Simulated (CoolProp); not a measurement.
Computed with CoolProp (reference Helmholtz-energy equation of state, Thol 2016).

Task: For hexamethyldisiloxane (MM), give the phase and the speed of sound (m/s), isothermal compressibility (1/MPa) at 558.4 K and 22.9 bar; 558.4 K and 37 bar.

Result: 
- 558.4 K and 22.9 bar: supercritical; speed of sound 108, isothermal compressibility 0.799
- 558.4 K and 37 bar: supercritical; speed of sound 122, isothermal compressibility 0.286
